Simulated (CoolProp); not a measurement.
A single-stage vapour-compression cycle with R227EA: evaporating at 218.15 K (dew point), condensing at 267.15 K (bubble point), superheat 8 K, subcooling 0 K, compressor efficiency 0.85, no pressure losses. Each further row changes one setting.

Values from CoolProp's reference Helmholtz-energy equation of state, Lemmon 2016.

```csv
case,cooling COP,pressure ratio,discharge temperature (K),refrigerating effect (kJ/kg),volumetric capacity (kJ/m³)
as stated,[?],11.7,277.0,101,122
evaporating temperature 223.15 K,3.48,8.58,275.9,104,169
condensing temperature 262.15 K,3.42,[?],272.5,106,129
subcooling 5 K,3.12,11.7,277.0,106,129
superheat 18 K,3.03,11.7,[?],108,125
compressor efficiency 0.75,2.62,11.7,282.6,101,122
```

What belongs in the gaps?


- as stated, cooling COP: 2.96
- condensing temperature 262.15 K, pressure ratio: 9.58
- superheat 18 K, discharge temperature (K): 287.4
